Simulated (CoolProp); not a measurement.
Vapour-liquid equilibrium of CH2F2 (R32) (1) + n-butane (2) at 53.35 °C; x and y are mole fractions of (1).

Values from CoolProp's multi-fluid Helmholtz-energy mixture model, Tillner-Roth 1997 and Bücker 2006; pair parameters Bell 2016.

```csv
x,bubble pressure (MPa),y at the bubble point,dew pressure at overall composition x (MPa),liquid density (mol/L)
0.05,0.9610,___,0.5720,9.416
0.15,1.624,0.634,0.6464,9.740
0.25,2.081,0.708,0.7413,10.07
0.35,2.390,0.745,0.8663,10.41
0.45,2.609,0.769,1.039,10.76
0.55,2.785,0.790,1.294,___
0.65,2.950,0.814,1.708,11.64
0.75,3.113,0.846,2.437,12.31
0.85,3.265,0.890,3.131,___
0.95,3.372,0.956,3.367,14.78
```

What belongs in the gaps?


- 0.05, y at the bubble point: 0.409
- 0.55, liquid density (mol/L): 11.16
- 0.85, liquid density (mol/L): 13.30

No azeotrope shows between x = 0.05 and 0.95.

Pair parameters are fitted to limited data, so mixtures are less certain than the pure fluids. With so large a gap from Raoult's law the liquid may split in two, which this calculation doesn't test in full.
